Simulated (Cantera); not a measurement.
# Catalytic combustion on Pt

An isothermal plug-flow reactor at 950 K and 750 Torr (inlet), inlet velocity 3.1 m/s, active area per volume 130 1/m; feed 0.505 % CO, 2.22 % O2, 97.3 % N2, equivalence ratio 0.11.

Computed with Cantera and Deutschmann's 1995 Pt surface mechanism with GRI-Mech 3.0 gas chemistry. Catalytic surfaces can have several steady states; this one follows from the mechanism file's or the stated starting coverage. Mass transfer to the wall is taken as infinitely fast.

```csv
z (m),x CO,x O2,x H2O,x CO2,θ free Pt,θ O*,θ CO*
7.4e-05,0.00442,0.0219,<1e-12,0.000626,0.732,0.0234,0.245
0.00012,0.00402,0.0217,<1e-12,0.00103,0.748,0.0263,0.226
0.00021,0.00318,0.0212,<1e-12,0.00187,0.784,0.0356,0.180
0.00035,0.00174,0.0205,<1e-12,0.00331,0.831,0.0987,0.0704
0.00058,0.000850,0.0201,<1e-12,0.00421,0.310,0.689,0.00108
0.00096,0.000559,0.0200,<1e-12,0.00450,0.264,0.735,0.000488
0.0016,0.000317,0.0198,<1e-12,0.00474,0.243,0.756,0.000229
0.0027,0.000134,0.0198,<1e-12,0.00493,0.232,0.768,8.66e-5
0.0045,3.59e-5,0.0197,<1e-12,0.00503,0.227,0.773,2.20e-5
0.0074,4.55e-6,0.0197,<1e-12,0.00506,0.225,0.775,2.74e-6
```
x: gas mole fraction; θ: surface coverage.
